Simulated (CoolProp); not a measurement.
Values from CoolProp's reference Helmholtz-energy equation of state, Bücker 2006.

### Question
For ethane, give the phase and the cp (kJ/(kg K)), speed of sound (m/s), Joule-Thomson coefficient (K/MPa) at 314.9 K and 101 kPa; 399.3 K and 101 kPa.

### Answer
- 314.9 K and 101 kPa: gas; cp 1.82, speed of sound 319, Joule-Thomson coefficient 9.47
- 399.3 K and 101 kPa: gas; cp 2.18, speed of sound 355, Joule-Thomson coefficient 5.10
